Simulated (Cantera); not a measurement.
## Premixed flame

A freely propagating, adiabatic, planar premixed flame of H2 : O2 : N2 = 1 : 0.625 : 2.38 (molar parts), unburnt at 475 K and 0.385 atm; mixture-averaged transport, grid criteria slope 0.08 and curve 0.16, no radiation.

Model: the H2/O2 subset of GRI-Mech 3.0, which has no nitrogen chemistry, integrated in Cantera. Burning velocities carry a grid error of a few per cent, more on coarse grids.

```
z (mm)  T (K)  u (m/s)    x H2    x O2     x HO2     x H2O   x H2O2       x O
------  -----  -------  ------  ------  --------  --------  -------  --------
-4.28     475     3.75   0.250   0.156     <1e-8     <1e-8    <1e-8     <1e-8
-2.85     475     3.75   0.250   0.156     <1e-8     <1e-8    <1e-8     <1e-8
-2.14     475     3.75   0.250   0.156     <1e-8     <1e-8    <1e-8     <1e-8
-1.43     475     3.75   0.250   0.156   9.80e-8   8.15e-8    <1e-8     <1e-8
-0.714    483     3.80   0.246   0.157  0.000113  0.000304  3.28e-6   2.52e-6
-0.357    678     5.20   0.215   0.153  0.000126    0.0162  1.88e-5  0.000165
0        1106     8.20   0.119   0.118   4.84e-5    0.0963  2.77e-6   0.00487
0.357    1409     10.3  0.0422  0.0653   2.26e-5     0.187  2.39e-6    0.0127
0.714    1552     11.3  0.0289  0.0522   1.54e-5     0.210  1.48e-6    0.0140
1.43     1703     12.3  0.0264  0.0476   1.13e-5     0.220  7.63e-7    0.0125
2.85     1854     13.2  0.0232  0.0440   8.07e-6     0.232  3.91e-7   0.00997
5.71     1995     14.1  0.0184  0.0409   5.43e-6     0.244  2.24e-7   0.00707
11.4     2113     14.8  0.0127  0.0383   3.57e-6     0.256  1.49e-7   0.00443
```
x: mole fraction of selected species; z is measured from the peak of heat release.

```json
{
 "laminar_burning_velocity": "375 cm/s",
 "thermal_thickness": "1.43 mm",
 "peak x(HO2)": "0.000199",
 "peak x(H2O2)": "2.02e-5",
 "peak x(O)": "0.0140",
 "grid_points": "130"
}
```
